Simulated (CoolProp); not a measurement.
Properties of R143a along the isobar 1130 kPa.

Computed with CoolProp (reference Helmholtz-energy equation of state, Lemmon and Jacobsen 2000).

| T (°C) | phase | density (kg/m³) | Joule-Thomson coefficient (K/MPa) | expansivity (1/kK) | viscosity (µPa s) | conductivity (mW/(m K)) |
|---|---|---|---|---|---|---|
| 33.95 | gas | 46.20 | 19.34 | 6.766 | (withheld) | 16.8 |
| 43.95 | gas | 43.38 | 16.96 | 5.873 | 12.2 | 17.6 |
| 53.85 | gas | 41.06 | 15.08 | 5.245 | 12.6 | 18.5 |
| 63.85 | gas | 39.06 | 13.52 | 4.764 | 13.0 | (withheld) |
| 73.75 | gas | 37.34 | 12.22 | 4.388 | 13.3 | 20.4 |
| 83.65 | gas | 35.80 | 11.12 | 4.082 | (withheld) | 21.3 |
| 93.65 | gas | 34.42 | 10.15 | 3.824 | 14.0 | 22.4 |
| 103.55 | gas | 33.18 | 9.324 | 3.607 | 14.4 | 23.4 |
| 113.55 | gas | 32.03 | 8.590 | 3.417 | 14.7 | 24.5 |
| 123.45 | gas | 30.99 | 7.950 | 3.253 | 15.1 | 25.6 |
| 133.45 | gas | 30.02 | 7.376 | 3.107 | 15.4 | 26.8 |
| 143.35 | gas | 29.13 | 6.868 | 2.978 | 15.8 | 27.9 |
| 153.25 | gas | 28.30 | 6.412 | 2.861 | 16.1 | 29.1 |
| 163.25 | gas | 27.52 | 5.997 | 2.755 | 16.4 | 30.3 |

Fill in the missing entries.


- 33.95, viscosity (µPa s): 11.8
- 63.85, conductivity (mW/(m K)): 19.4
- 83.65, viscosity (µPa s): 13.7

Viscosity comes from a separate model (Klein 1997), an estimate that may be off by 10 % or more. Thermal conductivity comes from a separate model (McLinden 2000), an estimate that may be off by 10 % or more.
